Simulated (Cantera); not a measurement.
An isothermal, constant-pressure homogeneous reactor starts with 21.3 % NO, 78.7 % N2, at 2075 K and 0.0118 atm.

Computed with Cantera and GRI-Mech 3.0 (53 species, 325 reactions). Radical loss at walls, strong at low pressure, is not modelled.

Q: Predict: x(NO) at 10.0 s; x(N2O) at 10.0 s; x(N2) at 10.0 s; x(NO2) at 10.0 s; x(O2) at 10.0 s; x(O) at 10.0 s.

A: 
```
Item                                               Result
----------------  ---------------------------------------
x(NO) at 10.0 s    0.0790 (gas-phase equilibrium 0.00691)
x(N2O) at 10.0 s  1.71e-6 (gas-phase equilibrium 4.50e-8)
x(N2) at 10.0 s       0.853 (gas-phase equilibrium 0.889)
x(NO2) at 10.0 s  7.34e-6 (gas-phase equilibrium 8.01e-7)
x(O2) at 10.0 s      0.0653 (gas-phase equilibrium 0.101)
x(O) at 10.0 s    0.00276 (gas-phase equilibrium 0.00340)
```
